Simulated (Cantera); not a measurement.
Feed: 1 mol SiH₂Cl₂, 0.24 mol C₂H₄, 1.2 mol H₂, at 0.133 bar.

Cantera equilibrium calculation (NASA polynomials, part measured and part estimated; ideal gas, pure solids and liquids). Candidate condensed phases: C, C₆H₆, C₇H₈, C₈H₁₈, Si, SiC; 109 gas species. The tables' values for SiCl₃, SiCl are old estimates; treat these amounts as uncertain. Gases not in the tables: Si₂H₆ and higher silanes. Equilibrium is a limit: real reactors are often held back by kinetics, nucleation or transport.

x: gas mole fraction; n: condensed amount in mol.

```
T (K)   x H₂  x HCl  x SiCl₂  x SiCl₃       x H  x Cl   x SiCl₄  n SiC(s)
-----  -----  -----  -------  -------  --------  ----  --------  --------
1675   0.613  0.244    0.126   0.0130  0.000249   [?]   0.00281     0.480
1750   0.608  0.250    0.130  0.00966  0.000496   [?]   0.00127     0.480
1825   0.604  0.253    0.133  0.00719  0.000937   [?]  0.000596     0.480
1900   0.601  0.255    0.135  0.00541   0.00169   [?]  0.000292     0.480
1975   0.599  0.256    0.136  0.00414   0.00290   [?]  0.000150     0.480
2050   0.596  0.257    0.136  0.00321   0.00479   [?]   8.06e-5     0.480
2125   0.591  0.258    0.135  0.00252   0.00765   [?]   4.51e-5     0.480
2200   0.585  0.259    0.133  0.00200    0.0118   [?]   2.62e-5     0.479
```

Problem. Some entries are withheld; supply them.

Solution. 
- 1675, x Cl: 7.72e-5
- 1750, x Cl: 0.000157
- 1825, x Cl: 0.000299
- 1900, x Cl: 0.000539
- 1975, x Cl: 0.000927
- 2050, x Cl: 0.00153
- 2125, x Cl: 0.00245
- 2200, x Cl: 0.00380
